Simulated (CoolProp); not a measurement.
A closed Brayton cycle with nitrogen: compressor inlet 315.15 K and 1.8 MPa, high pressure 4.23 MPa, turbine inlet 655 K, compressor efficiency 0.85, turbine efficiency 0.93, recuperator effectiveness 0.95 (on enthalpy, no pinch check). Each further row changes one setting.

The numbers come from the reference Helmholtz-energy equation of state, Span 2000 in CoolProp.

```json
[
 {"case": "as stated", "thermal efficiency (%)": "21.8", "net work (kJ/kg)": "32.0", "compressor to turbine work": "0.77", "compressor exit (K)": "418.1", "turbine exit (K)": "526.3"},
 {"case": "turbine inlet 605 K", "thermal efficiency (%)": "15.8", "net work (kJ/kg)": "21.2", "compressor to turbine work": "0.83", "compressor exit (K)": "418.1", "turbine exit (K)": "485.2"},
 {"case": "compressor inlet 325.15 K", "thermal efficiency (%)": "19.5", "net work (kJ/kg)": "28.5", "compressor to turbine work": "0.80", "compressor exit (K)": "431.3", "turbine exit (K)": "526.3"},
 {"case": "high pressure 3.6 MPa", "thermal efficiency (%)": "24.4", "net work (kJ/kg)": "30.5", "compressor to turbine work": "0.74", "compressor exit (K)": "396.7", "turbine exit (K)": "548.6"},
 {"case": "recuperator effectiveness 0.5", "thermal efficiency (%)": "16.1", "net work (kJ/kg)": "32.0", "compressor to turbine work": "0.77", "compressor exit (K)": "418.1", "turbine exit (K)": "526.3"}
]
```
